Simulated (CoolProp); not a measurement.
Saturated liquid density (kg/m³) of isopentane: the reference equation beside estimates from Tc = 187.2 °C, pc = 3378 kPa, ω = 0.227. Rackett uses Z = 0.29056 − 0.08775 ω.

Values from CoolProp's reference Helmholtz-energy equation of state, Lemmon 2006. It is a short technical equation, of lower accuracy than the large ones.

```csv
T (°C),reference,Rackett,Soave-Redlich-Kwong
-56.45,692.2,699.8,640.1
-44.55,681.4,689.0,631.7
-32.55,670.4,…,…
-20.65,659.3,666.7,613.3
-8.65,648.0,…,603.3
3.35,636.5,643.2,592.7
15.25,…,631.1,581.5
27.25,612.7,618.5,…
39.15,600.3,605.6,556.8
51.15,587.4,592.1,…
63.05,574.0,…,528.7
75.05,559.9,563.4,513.1
86.95,545.2,548.1,496.3
98.95,529.4,531.8,478.0
```

**Question.** Fill in the missing entries.

**Answer.** 
- -32.55, Rackett: 678.0
- -32.55, Soave-Redlich-Kwong: 622.7
- -8.65, Rackett: 655.1
- 15.25, reference: 624.8
- 27.25, Soave-Redlich-Kwong: 569.5
- 51.15, Soave-Redlich-Kwong: 543.2
- 63.05, Rackett: 578.1

Absolute difference from the reference over all 14 rows, mean and median: Rackett 0.9 and 1.0 %, Soave-Redlich-Kwong 7.6 and 7.3 %.
